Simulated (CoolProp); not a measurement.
Values from CoolProp's reference Helmholtz-energy equation of state, Zhou 2011.

Task: For dimethyl carbonate, give the phase and the Z, expansivity (1/kK), fugacity coefficient at 343.5 K and 3.24 MPa; 413.1 K and 3.24 MPa.

Result: 
- 343.5 K and 3.24 MPa: liquid; Z 0.102, expansivity 1.35, fugacity coefficient 0.0173
- 413.1 K and 3.24 MPa: liquid; Z 0.0938, expansivity 1.71, fugacity coefficient 0.123
